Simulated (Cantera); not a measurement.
Input (Python, Cantera):

```python
import numpy as np
import cantera as ct

gas = ct.Solution("gri30.yaml")
gas.TPX = 1473, 840000, {'CO': 0.01, 'O2': 0.0095, 'H2O': 0.007, 'N2': 1}
inlet = ct.Reservoir(gas, clone=True)

reactor = ct.IdealGasConstPressureReactor(gas, energy="off", clone=False)
exhaust = ct.Reservoir(gas, clone=True)
tau = [0.31, 0.14, 0.059, 0.026, 0.011, 0.0048, 0.0021, 0.00091][0]
for a, b in ((inlet, reactor), (reactor, exhaust)):
    ct.MassFlowController(a, b, mdot=lambda t: reactor.mass / tau)
net = ct.ReactorNet([reactor])
show = ['CO', 'O2', 'H2O', 'O', 'N2O', 'NO']

rows = []
print(f"{'tau/s':>10s}{'T/K':>9s}" + "".join(f"{s:>11s}" for s in show))
for tau in [0.31, 0.14, 0.059, 0.026, 0.011, 0.0048, 0.0021, 0.00091]:
    net.initial_time = 0.0
    net.advance(30 * tau)
    before = gas.X
    net.advance(40 * tau)
    drift = np.max(np.abs(gas.X - before) / (gas.X + 1e-9))
    rows.append([gas.T, *gas[show].X, drift])
    print(f"{tau:10.3e}{gas.T:9.1f}" + "".join(f"{x:11.3e}" for x in gas[show].X))
```

It prints:

```
     tau/s      T/K         CO         O2        H2O          O        N2O         NO
 3.100e-01   1473.0  7.051e-05  4.434e-03  6.839e-03  2.400e-06  1.078e-06  1.724e-06
 1.400e-01   1473.0  1.238e-04  4.459e-03  6.835e-03  3.898e-06  1.521e-06  1.905e-06
 5.900e-02   1473.0  2.271e-04  4.508e-03  6.827e-03  6.679e-06  2.017e-06  2.000e-06
 2.600e-02   1473.0  4.004e-04  4.592e-03  6.817e-03  1.121e-05  2.348e-06  1.917e-06
 1.100e-02   1473.0  7.148e-04  4.746e-03  6.801e-03  1.935e-05  2.443e-06  1.664e-06
 4.800e-03   1473.0  1.221e-03  4.996e-03  6.778e-03  3.241e-05  2.324e-06  1.356e-06
 2.100e-03   1473.0  2.018e-03  5.388e-03  6.746e-03  5.287e-05  2.095e-06  1.061e-06
 9.100e-04   1473.0  3.206e-03  5.972e-03  6.708e-03  8.264e-05  1.812e-06  7.911e-07
```

Computed with Cantera and GRI-Mech 3.0 (53 species, 325 reactions).
